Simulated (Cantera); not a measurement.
Charge: 1 mol Al2O3, 0.81 mol C, 1.2 mol N2, at 2400 K and 3.70 Pa.

Method: chemical equilibrium by Gibbs-energy minimisation in Cantera with the NASA 1993 tables (ideal gas, pure condensed phases). Candidate condensed phases: Al, AlN, Al2O3, C; 32 gas species. The numbers say what is thermodynamically allowed, not how fast it happens.

Base state: N2 0.427, CO 0.286, Al 0.175, O 0.0428, AlO 0.0366, Al2O 0.0276, CO2 0.00246, NO 0.000923 (mole fractions); condensed: Al2O3(l).

Problem. What changes in the equilibrium state with this change: temperature from 2400 K to 2973 K?

Solution. 
| species | before | after |
|---|---|---|
| O | 0.0428 | 0.349 |
| Al | 0.175 | 0.320 |
| N2 | 0.427 | 0.193 |
| CO | 0.286 | 0.131 |
| Al2O | 0.0276 | 2.73e-5 |
| AlO | 0.0366 | 0.00379 |
| Al2O2 | 0.000287 | 1.85e-8 |
| N | 1.20e-5 | 0.000845 |
| Al2O3(l), mol | 0.625 | 0 |
